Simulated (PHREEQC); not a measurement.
A made-up water analysis in mmol/kgw, 25 °C, pH 1.91, pe 9: Na 1.01; K 0.216; Ca 4.27; Mg 6.67; Cl 8.97; S(6) 19.3; Cu(2) 0.559; N(5) 0.0602.

Cl is adjusted to close the charge balance.
Valence states are taken as typed.

Model: ion-association model, wateq4f.dat, run in PHREEQC.

Each row changes one thing in this solution. Precipitation was switched off in this run.

| case | ionic strength (mol/kgw) | Cu+2 (mol/kgw) | CuSO4 (mol/kgw) | CuCl+ (mol/kgw) | CuCl2 (mol/kgw) | CuOH+ (mol/kgw) | SI of Gypsum (CaSO4:2H2O) | SI of Halite (NaCl) |
|---|---|---|---|---|---|---|---|---|
| as made | 0.0485 | 0.000390 | 0.000166 | 3.23e-6 | 7.27e-9 | 1.88e-10 | -0.63 | -6.96 |
| Cu(2) from 0.559 to 1.68 mmol/kgw | 0.0511 | 0.00118 | 0.000484 | ___ | ___ | 5.66e-10 | -0.65 | -6.83 |
| Cu(2) from 0.559 to 0.28 mmol/kgw | 0.0478 | 0.000195 | 8.37e-5 | ___ | 3.07e-9 | 9.42e-11 | -0.63 | ___ |

**Question.** Complete the blanks.

**Answer.** 
- Cu(2) from 0.559 to 1.68 mmol/kgw, CuCl+ (mol/kgw): 1.29e-5
- Cu(2) from 0.559 to 1.68 mmol/kgw, CuCl2 (mol/kgw): 3.85e-8
- Cu(2) from 0.559 to 0.28 mmol/kgw, CuCl+ (mol/kgw): 1.48e-6
- Cu(2) from 0.559 to 0.28 mmol/kgw, SI of Halite (NaCl): -6.99

Complexes and solids missing from the database can't appear.
